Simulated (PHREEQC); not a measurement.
A solution holds 1.5 mol/kgw CaCl2 and 6.7e-05 mol/kgw H4SiO4, at 80 °C. Closed to the air; pH follows from the charge balance.

Equilibrium calculation in PHREEQC: Pitzer model, pitzer.dat.

No solid was allowed to form.

Problem. What pH does the model give?

Solution. pH 5.53.

Complexes and solids missing from the database can't appear. In brines, pH and single-ion activities rest on the MacInnes convention. Away from 25 °C the constants follow the database's enthalpies or fits; those with neither stay at their 25 °C values.
